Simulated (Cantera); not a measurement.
**Equilibrium for boron, boron nitride and boron oxide: BF3 + N2 + H2 + O2**

A closed system holds: 1 mol BF3, 0.46 mol N2, 89 mol H2, 0.16 mol O2, equilibrated at 10000 Pa.

Equilibrium computed with Cantera from the NASA thermochemical tables; the gas is ideal and each condensed phase is pure. Candidate condensed phases: B, BN, B2O3, B3O3H3, H2O; 62 gas species. The tables' values for BF2 are old estimates; treat these amounts as uncertain. Rates play no part.

```tsv
T (K)	x H2	x HF	x BF3	x N2	x BOF	x BF2	x BHF2	n BN(s)
1450	0.976	0.00757	0.00698	0.00507	0.00340	7.25e-5	0.000491	0
1500	0.976	0.00790	0.00673	0.00506	0.00341	0.000141	0.000636	0.00122
1550	0.976	0.00822	0.00643	0.00507	0.00340	0.000258	0.000799	0.000153
1600	0.975	0.00868	0.00604	0.00507	0.00338	0.000440	0.000956	0
1650	0.974	0.00927	0.00557	0.00506	0.00335	0.000697	0.00109	0
1700	0.973	0.0100	0.00500	0.00506	0.00332	0.00102	0.00117	0
1750	0.972	0.0110	0.00435	0.00506	0.00328	0.00139	0.00119	0
1800	0.971	0.0121	0.00364	0.00506	0.00325	0.00176	0.00114	0
```
x: gas mole fraction; n: condensed amount in mol.

At 1450 K nothing is condensed. From 1500 K to 1550 K the condensed part is BN(s). From 1600 K to 1800 K nothing is condensed. The main B-bearing gas is BF3 throughout.
